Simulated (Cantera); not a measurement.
Input: 1 mol Ta(OEt)5, 28 mol H2O, 0.038 mol O2, at 0.130 Pa.

Equilibrium computed with Cantera from the NASA thermochemical tables; the gas is ideal and each condensed phase is pure. Candidate condensed phases: C, C6H6, C7H8, C8H18, H2O, Ta, TaC, Ta2O5; 113 gas species. The feed counts by its element totals alone. Kinetics and transport are ignored.

Q: Which condensed phases are stable at each of these points (T (K)): 1623, 1723, 1823, 1923, 2023, 2123, 2223, 2323, 2423?

A: 
| T (K) | condensed phases | Ta condensed (%) |
|---|---|---|
| 1623 | Ta2O5(s) | 100.0 |
| 1723 | Ta2O5(s) | 99.7 |
| 1823 | Ta2O5(s) | 95.6 |
| 1923 | Ta2O5(s) | 47.5 |
| 2023 | gas only | 0.0 |
| 2123 | gas only | 0.0 |
| 2223 | gas only | 0.0 |
| 2323 | gas only | 0.0 |
| 2423 | gas only | 0.0 |

From 1623 K to 1923 K the condensed part is Ta2O5(s). From 2023 K to 2423 K nothing is condensed.
